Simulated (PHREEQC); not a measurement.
Make-up at 25 °C: 0.0048 mol HF and 0.12 mol CuSO4 per kg of water. Closed to the air; pH follows from the charge balance.

Computed with PHREEQC (ion-association model, phreeqc.dat).

This is a speciation only: nothing precipitates in the calculation.

What pH, density does the model give?

pH 3.06; density 1.016 g/cm³.

In which forms is F present?

F- 46 %, HF 39 %, CuF+ 15 %, HF2- 0.6 % of the F.
